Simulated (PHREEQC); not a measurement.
Synthetic water in mg/L, 25 °C, pH 6.95, pe 2.7:

```json
[
 {"constituent": "Na", "mg/L": "5.76"},
 {"constituent": "K", "mg/L": "0.924"},
 {"constituent": "Ca", "mg/L": "8.49"},
 {"constituent": "Mg", "mg/L": "1.77"},
 {"constituent": "Cl", "mg/L": "21.8"},
 {"constituent": "S(6) as SO4", "mg/L": "2.39"},
 {"constituent": "Alkalinity as HCO3", "mg/L": "13"},
 {"constituent": "N(-3) as NH4", "mg/L": "0.227"},
 {"constituent": "B", "mg/L": "0.00127"}
]
```

Cl is adjusted to close the charge balance.
Valence states are taken as typed.

Model: ion-association model, phreeqc.dat, run in PHREEQC.

No solid was allowed to form.

**Question.** Estimate the specific conductance.

**Answer.** specific conductance 102 µS/cm.

**Question.** In which forms is C present?

**Answer.** HCO3- 80 %, CO2 19 % of the C.

Species that the database lacks are ignored.
